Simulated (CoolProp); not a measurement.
Computed with CoolProp (reference Helmholtz-energy equation of state, Outcalt 1996). It is a modified Benedict-Webb-Rubin equation, recast in Helmholtz form.

Task: For R152A, give the phase and the Z, cp (kJ/(kg K)), isothermal compressibility (1/MPa), expansivity (1/kK) at 295.7 K and 18.3 bar; 295.7 K and 19.8 bar.

Result: 
- 295.7 K and 18.3 bar: liquid; Z 0.0540, cp 1.77, isothermal compressibility 0.00379, expansivity 2.73
- 295.7 K and 19.8 bar: liquid; Z 0.0584, cp 1.77, isothermal compressibility 0.00377, expansivity 2.72
